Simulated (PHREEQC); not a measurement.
Make-up at 86 °C: 11 mmol/kgw CuCl2, 0.55 mmol/kgw HBF4 and 0.0052 mmol/kgw FeCl3. Closed to the air; pH follows from the charge balance.

Computed with PHREEQC (ion-association model, wateq4f.dat).

```json
{
 "pH": "3.22",
 "ionic_strength": "0.0282 mol/kgw",
 "total_alkalinity": "-2.21 meq/kg"
}
```

| species | molality | activity | log γ |
|---|---|---|---|
| Cl- | 0.0193 | 0.0160 | -0.081 |
| Cu+2 | 0.00827 | 0.00424 | -0.290 |
| CuCl+ | 0.00262 | 0.00219 | -0.079 |
| HF | 0.00149 | 0.00150 | 0.003 |
| H+ | 0.000696 | 0.000600 | -0.064 |
| F- | 0.000597 | 0.000495 | -0.081 |

This is a speciation only: nothing precipitates in the calculation. Saturation is exceeded, for instance for Hematite (slow to form), Goethite (slow to form); the values hold only as long as no solid forms. Constants without temperature data keep their 25 °C values here. Real BF4- forms and hydrolyses slowly; the run takes it at equilibrium. Fluoro complexes past AlF4- and FeF3 are missing from the database.
